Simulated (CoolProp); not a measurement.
CHF3 (R23) at several states: Z from the reference equation and from simpler models built on Tc = 26.1 °C, pc = 4.832 MPa, ω = 0.263; each cubic takes its own stable root.

Computed with CoolProp (reference Helmholtz-energy equation of state, Penoncello 2003).

| T (°C) | p (MPa) | phase | reference | van der Waals | Redlich-Kwong | Soave-Redlich-Kwong | Peng-Robinson |
|---|---|---|---|---|---|---|---|
| 5.85 | 0.147 | gas | 0.9858 | 0.9892 | 0.9872 | 0.9868 | 0.9856 |
| -104.55 | 20.4 | liquid | 0.6517 | 1.119 | 0.7769 | 0.7621 | 0.6789 |
| -7.75 | 0.194 | gas | 0.9776 | 0.9839 | 0.9805 | 0.9795 | 0.9778 |
| -15.85 | 0.242 | gas | 0.9686 | (withheld) | 0.9733 | (withheld) | 0.9694 |
| -120.95 | 0.154 | liquid | (withheld) | 0.009606 | (withheld) | (withheld) | (withheld) |
| -22.95 | 0.366 | gas | (withheld) | (withheld) | 0.9557 | 0.9525 | 0.9491 |

### Question
Some entries are withheld; supply them.

### Answer

- -15.85, van der Waals: 0.9783
- -15.85, Soave-Redlich-Kwong: 0.9716
- -120.95, reference: 0.005369
- -120.95, Redlich-Kwong: 0.006472
- -120.95, Soave-Redlich-Kwong: 0.006329
- -120.95, Peng-Robinson: 0.005625
- -22.95, reference: 0.9465
- -22.95, van der Waals: 0.9645
